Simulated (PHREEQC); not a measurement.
Solution (20 °C): 0.25 mol/kgw HNO3 and 0.15 mol/kgw ZnSO4. Closed to the air; pH follows from the charge balance.

The numbers come from PHREEQC with the ion-association model, phreeqc.dat.

Precipitation was switched off in this run.

Task: Predict the pH, activity of water, specific conductance.

Result: pH 0.90; activity of water 0.988; specific conductance 57500 µS/cm.

Task: In which forms is S present?

Result: HSO4- 56 %, SO4-2 19 %, ZnSO4 18 %, Zn(SO4)2-2 6.7 % of the S.

Complexes and solids missing from the database can't appear.
